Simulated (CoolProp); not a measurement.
Vapour-liquid equilibrium of isobutane (1) + R245fa (2) at 12.25 °C; x and y are mole fractions of (1).

Computed with CoolProp (multi-fluid Helmholtz-energy mixture model, Bücker 2006 and Akasaka 2015; pair parameters Bell 2016).

```csv
x,"bubble pressure, mixture model (kPa)","bubble pressure, Raoult's law (kPa)","y, mixture model","y, Raoult's law"
0.05,141.9,97.80,0.380,0.121
0.125,193.0,108.8,…,0.273
0.2,…,119.8,0.636,0.396
0.275,239.5,130.8,…,0.499
0.35,…,141.9,0.692,0.585
0.425,…,152.9,0.704,0.660
0.5,256.7,163.9,0.714,0.724
0.575,259.0,174.9,0.723,0.780
0.65,261.0,185.9,0.735,0.830
0.725,262.4,196.9,0.753,0.874
0.8,262.5,207.9,0.781,0.913
0.875,259.4,219.0,…,0.948
0.95,249.8,230.0,0.910,0.980
```

Q: Complete the blanks.

A: 
- 0.125, y, mixture model: 0.563
- 0.2, bubble pressure, mixture model (kPa): 222.8
- 0.275, y, mixture model: 0.672
- 0.35, bubble pressure, mixture model (kPa): 248.6
- 0.425, bubble pressure, mixture model (kPa): 253.6
- 0.875, y, mixture model: 0.829

The largest gap from Raoult's law is +86.0 % in bubble pressure, at x = 0.2. y crosses x between x = 0.725 and 0.8: the model has an azeotrope there.

Pair parameters are fitted to limited data, so mixtures are less certain than the pure fluids. With so large a gap from Raoult's law the liquid may split in two, which this calculation doesn't test in full.
